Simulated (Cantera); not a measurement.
Input: 1 mol SiC, 0.2 mol Si, 0.044 mol N₂, equilibrated at 1773.15 K and 0.00133 bar.

Equilibrium computed with Cantera from the NASA thermochemical tables; the gas is ideal and each condensed phase is pure. Candidate condensed phases: C, Si, SiC, Si₃N₄; 20 gas species. Mutual solubility and eutectic melting of coexisting phases are not modelled. The tables' values for SiN are old estimates; treat these amounts as uncertain. Kinetics and transport are ignored.

Base state: N₂ 0.998, Si 0.00160, Si₂N 4.65e-5, SiN 2.80e-5, Si₂C 1.47e-5 (mole fractions); condensed: Si(l) + SiC(s).

**Question.** What changes in the equilibrium state with this change: 0.055 mol CH₄ added?

**Answer.** 
| species | before | after |
|---|---|---|
| H₂ | 0 | 0.707 |
| N₂ | 0.998 | 0.284 |
| H | 0 | 0.00656 |
| Si | 0.00160 | 0.00160 |
| SiH | 0 | 6.07e-5 |
| HCN | 0 | 5.13e-5 |
| SiH₂ | 0 | 1.75e-5 |
| Si₂N | 4.65e-5 | 2.48e-5 |
| SiN | 2.80e-5 | 1.50e-5 |
| Si(l), mol | 0.200 | 0.145 |
| SiC(s), mol | 1.000 | 1.05 |
Gases not in the tables: Si₂H₆ and higher silanes. Further candidate phases: C₆H₆, C₇H₈, C₈H₁₈.
